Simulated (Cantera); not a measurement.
What does this Cantera script print?

```python
import numpy as np
import cantera as ct

gas = ct.Solution("gri30.yaml")
gas.TPX = 1050, 77000, {'CH4': 1, 'O2': 1.05, 'N2': 3.96}
reactor = ct.IdealGasReactor(gas, energy="on", clone=False)
net = ct.ReactorNet([reactor])
net.rtol, net.atol = 1e-08, 1e-16
show = ['CH4', 'O2', 'NO', 'H2', 'CO', 'CH2O', 'CO2']
times = np.geomspace(2e-06, 1, 14)

steps = ct.SolutionArray(gas, extra=["t"])
rows = []
print(f"{'t/s':>10s}{'T/K':>9s}{'P/Pa':>11s}" + "".join(f"{s:>11s}" for s in show))
for t in times:
    while net.time < t:
        t_next = net.step()
        steps.append(gas.state, t=t_next)
    rows.append([np.interp(t, steps.t, y) for y in (steps.T, steps.P, *steps(*show).X.T)])
    print(f"{t:10.3e}{rows[-1][0]:9.1f}{rows[-1][1]:11.4g}" + "".join(f"{x:11.3e}" for x in rows[-1][2:]))
rate = np.gradient(steps.T, steps.t)
print("integrator steps:", len(steps.t))
if steps.T.max() > steps.T[0] + 200:
    print(f"time of steepest temperature rise: {steps.t[rate.argmax()]:.4e} s")
gas.TPX = 1050, 77000, {'CH4': 1, 'O2': 1.05, 'N2': 3.96}
gas.equilibrate("UV")
print(f"equilibrium (UV): T = {gas.T:.1f} K  " + "  ".join(f"{s} {gas[s].X[0]:.3e}" for s in show))
```

It prints:

```
       t/s      T/K       P/Pa        CH4         O2         NO         H2         CO       CH2O        CO2
 2.000e-06   1050.0    7.7e+04  1.664e-01  1.747e-01  7.880e-28  3.268e-14  8.532e-21  1.787e-14  5.223e-23
 5.488e-06   1050.0    7.7e+04  1.664e-01  1.747e-01  8.810e-27  1.551e-13  1.861e-19  1.382e-13  1.210e-21
 1.506e-05   1050.0    7.7e+04  1.664e-01  1.747e-01  6.025e-26  5.696e-13  3.906e-18  1.052e-12  2.450e-20
 4.132e-05   1050.0    7.7e+04  1.664e-01  1.747e-01  3.593e-25  1.994e-12  8.223e-17  8.006e-12  5.003e-19
 1.134e-04   1050.0    7.7e+04  1.664e-01  1.747e-01  2.354e-24  8.076e-12  1.709e-15  6.077e-11  1.035e-17
 3.111e-04   1050.0    7.7e+04  1.664e-01  1.747e-01  1.702e-23  4.285e-11  3.642e-14  4.693e-10  2.250e-16
 8.537e-04   1050.0    7.7e+04  1.664e-01  1.747e-01  1.326e-22  3.080e-10  7.999e-13  3.750e-09  5.266e-15
 2.343e-03   1050.0    7.7e+04  1.664e-01  1.747e-01  1.170e-21  3.071e-09  1.973e-11  3.321e-08  1.513e-13
 6.428e-03   1050.0    7.7e+04  1.664e-01  1.747e-01  1.313e-20  4.195e-08  6.668e-10  3.597e-07  6.266e-12
 1.764e-02   1050.0    7.7e+04  1.664e-01  1.747e-01  1.317e-19  4.071e-07  2.578e-08  3.246e-06  1.598e-10
 4.840e-02   1050.1  7.701e+04  1.664e-01  1.747e-01  6.265e-19  1.885e-06  4.208e-07  1.398e-05  9.335e-10
 1.328e-01   1050.5  7.704e+04  1.663e-01  1.746e-01  2.925e-18  8.799e-06  4.873e-06  5.003e-05  5.131e-09
 3.644e-01   1053.1  7.723e+04  1.659e-01  1.744e-01  3.343e-17  7.129e-05  7.249e-05  2.163e-04  1.250e-07
 1.000e+00   2504.6  2.136e+05  3.960e-11  1.561e-05  1.700e-04  1.452e-01  1.242e-01  1.542e-08  1.888e-02
integrator steps: 2529
time of steepest temperature rise: 8.2763e-01 s
equilibrium (UV): T = 2504.6 K  CH4 4.464e-11  O2 1.561e-05  NO 1.700e-04  H2 1.452e-01  CO 1.242e-01  CH2O 1.542e-08  CO2 1.888e-02
```

Cantera simulation using GRI-Mech 3.0 (53 species, 325 reactions); the numbers are that mechanism's predictions, not measurements.
